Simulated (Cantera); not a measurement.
A perfectly stirred reactor is fed with 5.50 % CH₄, 0.424 % C₂H₆, 19.8 % O₂, 74.3 % N₂, at 10.0 bar; it is adiabatic with a 750 K inlet, and is followed from long to short residence time, starting on the burning branch (τ in s: 0.028, 0.013, 0.0061, 0.0028, 0.0013, 0.00061, 0.00029, 0.00013, 6.2e-05, 2.9e-05, 1.3e-05, 6.2e-06).

Model: GRI-Mech 3.0 (53 species, 325 reactions), integrated in Cantera.

Predict: blow-out, bracketed by the residence times tried; x(CH₄) at τ = 28.0 ms; x(C₂H₆) at τ = 28.0 ms; x(O₂) at τ = 28.0 ms; x(NO₂) at τ = 28.0 ms; x(OH) at τ = 28.0 ms; x(CH₄) at τ = 0.290 ms; x(C₂H₆) at τ = 0.290 ms; x(O₂) at τ = 0.290 ms; x(NO₂) at τ = 0.290 ms; x(OH) at τ = 0.290 ms.


| Property | Value |
|---|---|
| blow-out, bracketed by the residence times tried | burning at 29.0 µs, out at 13.0 µs |
| x(CH₄) at τ = 28.0 ms | 2.58e-6 |
| x(C₂H₆) at τ = 28.0 ms | 3.32e-8 |
| x(O₂) at τ = 28.0 ms | 0.0726 |
| x(NO₂) at τ = 28.0 ms | 1.15e-6 |
| x(OH) at τ = 28.0 ms | 0.00147 |
| x(CH₄) at τ = 0.290 ms | 0.000107 |
| x(C₂H₆) at τ = 0.290 ms | 1.89e-6 |
| x(O₂) at τ = 0.290 ms | 0.0741 |
| x(NO₂) at τ = 0.290 ms | 1.69e-7 |
| x(OH) at τ = 0.290 ms | 0.00282 |
